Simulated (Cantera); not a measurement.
Diamond growth

A diamond (100) surface in a fixed gas of H2 with x(CH4) = 0.0052, x(CH3) = 4.4e-05, at 1325 K, 27.0 Torr; coverages are run to steady state.

Detailed kinetics in Cantera: the Harris–Goodwin 1993 mechanism for the reconstructed diamond (100) surface.

```
x(H)     growth (µm/h)  θ c6HH  θ c6H*  θ c6*H   θ c6**
-------  -------------  ------  ------  ------  -------
0.0001         0.00455   0.674  0.0286   0.293  0.00386
0.00022         0.0204   0.557  0.0384   0.394  0.00982
0.00048         0.0618   0.471  0.0452   0.464   0.0194
0.001            0.126   0.420  0.0488   0.501   0.0299
0.0023           0.211   0.388  0.0508   0.521   0.0400
0.005            0.292   0.374  0.0515   0.528   0.0461
0.011            0.394   0.367  0.0519   0.532   0.0496
0.024            0.553   0.364  0.0521   0.533   0.0513
0.053            0.819   0.362  0.0524   0.533   0.0522
```
θ: site fractions in the mechanism's names (c6HH fully hydrogenated, c6H* and c6*H radical sites, c6** diradical, c6HM methylated).
